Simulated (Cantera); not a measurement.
**Low-pressure radical oxidation in H2/O2**

An isothermal, constant-pressure homogeneous reactor starts with 0.872 % H2, 99.1 % O2, equivalence ratio 0.0044, at 1325 K and 0.0132 atm.

Detailed kinetics in Cantera: GRI-Mech 3.0 (53 species, 325 reactions). Radical loss at walls, strong at low pressure, is not modelled.

```csv
t (s),x H2,x O2,x H,x O,x HO2,x OH
0.000100,0.00872,0.991,2.05e-9,5.36e-9,6.75e-9,5.13e-9
0.000374,0.00872,0.991,4.83e-9,3.60e-8,2.52e-8,3.14e-8
0.00140,0.00872,0.991,6.18e-8,7.06e-7,9.48e-8,5.62e-7
0.00523,0.00483,0.988,0.000248,0.00272,7.48e-7,0.00159
0.0196,3.03e-5,0.983,0.000244,0.00746,4.73e-7,0.000964
0.0731,2.64e-5,0.984,0.000198,0.00647,4.41e-7,0.000901
0.273,1.69e-5,0.987,9.95e-5,0.00408,3.50e-7,0.000722
1.02,5.46e-6,0.990,1.78e-5,0.00129,1.84e-7,0.000411
3.82,8.31e-7,0.991,1.05e-6,0.000194,5.34e-8,0.000161
14.3,9.96e-8,0.991,4.33e-8,2.31e-5,1.40e-8,5.58e-5
53.5,1.69e-8,0.991,3.05e-9,3.93e-6,1.30e-8,2.30e-5
200,1.03e-8,0.991,1.45e-9,2.40e-6,1.52e-8,1.80e-5
```
x: mole fraction; the columns are a selection and need not sum to one.

Equilibrium at this temperature and pressure: H2 1.03e-8, O2 0.991, H 1.45e-9, O 2.39e-6, HO2 1.52e-8, OH 1.80e-5 (gas phase only).
